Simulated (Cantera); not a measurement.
Input (Python, Cantera):

```python
import numpy as np
import cantera as ct

gas = ct.Solution("gri30.yaml")
gas.TPX = 1725, 100000, {'CH4': 1, 'CO2': 2.3}
reactor = ct.IdealGasConstPressureReactor(gas, energy="off", clone=False)
net = ct.ReactorNet([reactor])
net.rtol, net.atol = 1e-08, 1e-18
show = ['CH4', 'CO2', 'H2', 'CH2CO', 'C2H4', 'H2O']
times = np.geomspace(2e-06, 5, 13)

steps = ct.SolutionArray(gas, extra=["t"])
rows = []
print(f"{'t/s':>10s}{'T/K':>9s}{'P/Pa':>11s}" + "".join(f"{s:>11s}" for s in show))
for t in times:
    while net.time < t:
        t_next = net.step()
        steps.append(gas.state, t=t_next)
    rows.append([np.interp(t, steps.t, y) for y in (steps.T, steps.P, *steps(*show).X.T)])
    print(f"{t:10.3e}{rows[-1][0]:9.1f}{rows[-1][1]:11.4g}" + "".join(f"{x:11.3e}" for x in rows[-1][2:]))
rate = np.gradient(steps.T, steps.t)
print("integrator steps:", len(steps.t))
if steps.T.max() > steps.T[0] + 200:
    print(f"time of steepest temperature rise: {steps.t[rate.argmax()]:.4e} s")
gas.TPX = 1725, 100000, {'CH4': 1, 'CO2': 2.3}
gas.equilibrate("TP")
print(f"equilibrium (TP): T = {gas.T:.1f} K  " + "  ".join(f"{s} {gas[s].X[0]:.3e}" for s in show))
```

Result:

```
       t/s      T/K       P/Pa        CH4        CO2         H2      CH2CO       C2H4        H2O
 2.000e-06   1725.0      1e+05  3.030e-01  6.970e-01  1.518e-05  2.014e-15  1.683e-09  5.826e-07
 6.826e-06   1725.0      1e+05  3.029e-01  6.969e-01  5.376e-05  8.642e-14  1.048e-07  2.128e-06
 2.330e-05   1725.0      1e+05  3.026e-01  6.968e-01  1.933e-04  3.664e-12  4.577e-06  7.746e-06
 7.953e-05   1725.0      1e+05  3.013e-01  6.965e-01  8.762e-04  1.720e-10  1.276e-04  3.641e-05
 2.714e-04   1725.0      1e+05  2.944e-01  6.945e-01  5.746e-03  1.006e-08  1.790e-03  2.843e-04
 9.265e-04   1725.0      1e+05  2.590e-01  6.767e-01  3.732e-02  7.219e-07  1.001e-02  3.330e-03
 3.162e-03   1725.0      1e+05  1.839e-01  6.083e-01  1.053e-01  1.330e-05  6.683e-03  2.607e-02
 1.079e-02   1725.0      1e+05  9.048e-02  4.584e-01  1.275e-01  5.853e-05  2.018e-03  1.160e-01
 3.684e-02   1725.0      1e+05  2.232e-02  2.693e-01  9.520e-02  1.377e-04  5.641e-04  2.318e-01
 1.257e-01   1725.0      1e+05  1.237e-02  1.852e-01  1.353e-01  6.495e-05  3.423e-04  2.131e-01
 4.292e-01   1725.0      1e+05  7.604e-03  1.274e-01  1.892e-01  1.525e-05  1.474e-04  1.741e-01
 1.465e+00   1725.0      1e+05  1.975e-03  1.004e-01  2.234e-01  1.176e-06  1.231e-05  1.511e-01
 5.000e+00   1725.0      1e+05  7.761e-06  9.691e-02  2.289e-01  1.571e-09  5.298e-10  1.484e-01
integrator steps: 2061
equilibrium (TP): T = 1725.0 K  CH4 1.750e-08  CO2 9.690e-02  H2 2.289e-01  CH2CO 3.624e-12  C2H4 2.188e-14  H2O 1.484e-01
```

Detailed kinetics in Cantera: GRI-Mech 3.0 (53 species, 325 reactions).
